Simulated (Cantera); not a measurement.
Feed: 1 mol HMDSO, a varied amount of O3, 190 mol N2, equilibrated at 527 °C and 0.0700 bar.

These are equilibrium values from Cantera (NASA tables, ideal gas, pure condensed phases), not measurements of a reactor. Candidate condensed phases: C, C6H6, C7H8, C8H18, H2O, Si, SiC, SiO2, Si2N2O, Si3N4; 151 gas species. The feed counts by its element totals alone. N2 is the only nitrogen source here; it is nearly inert below about 1500 K, so the nitride shown seldom forms there in practice. The numbers say what is thermodynamically allowed, not how fast it happens.

log p: log10 of the partial pressure in bar; n: condensed amount in mol.

```json
[
 {"n(O3) (mol)": "0.49", "log p N2": "-1.17", "log p H2": "-2.50", "log p CO": "-6.15", "log p CO2": "-10.30", "n C(graphite)": "5.96", "n SiO2(α-quartz)": "0.979", "n Si2N2O(s)": "0.511"},
 {"n(O3) (mol)": "0.76", "log p N2": "-1.17", "log p H2": "-2.50", "log p CO": "-6.15", "log p CO2": "-10.30", "n C(graphite)": "5.96", "n SiO2(α-quartz)": "?", "n Si2N2O(s)": "?"},
 {"n(O3) (mol)": "1", "log p N2": "-1.17", "log p H2": "-2.50", "log p CO": "-6.15", "log p CO2": "-10.30", "n C(graphite)": "5.96", "n SiO2(α-quartz)": "2.00", "n Si2N2O(s)": "0.000726"},
 {"n(O3) (mol)": "1.3", "log p N2": "-1.18", "log p H2": "-2.51", "log p CO": "-3.55", "log p CO2": "-5.11", "n C(graphite)": "5.14", "n SiO2(α-quartz)": "2.00", "n Si2N2O(s)": "0"},
 {"n(O3) (mol)": "1.6", "log p N2": "-1.18", "log p H2": "-2.51", "log p CO": "?", "log p CO2": "?", "n C(graphite)": "?", "n SiO2(α-quartz)": "2.00", "n Si2N2O(s)": "0"},
 {"n(O3) (mol)": "1.8", "log p N2": "-1.18", "log p H2": "-2.51", "log p CO": "-3.16", "log p CO2": "-4.33", "n C(graphite)": "3.84", "n SiO2(α-quartz)": "2.00", "n Si2N2O(s)": "0"},
 {"n(O3) (mol)": "2.1", "log p N2": "-1.18", "log p H2": "-2.52", "log p CO": "-3.04", "log p CO2": "-4.08", "n C(graphite)": "3.09", "n SiO2(α-quartz)": "2.00", "n Si2N2O(s)": "0"},
 {"n(O3) (mol)": "2.4", "log p N2": "-1.18", "log p H2": "-2.52", "log p CO": "-2.95", "log p CO2": "-3.90", "n C(graphite)": "2.35", "n SiO2(α-quartz)": "2.00", "n Si2N2O(s)": "0"}
]
```

Complete the blanks.


- 0.76, n SiO2(α-quartz): 1.52
- 0.76, n Si2N2O(s): 0.241
- 1.6, log p CO: -3.27
- 1.6, log p CO2: -4.55
- 1.6, n C(graphite): 4.35
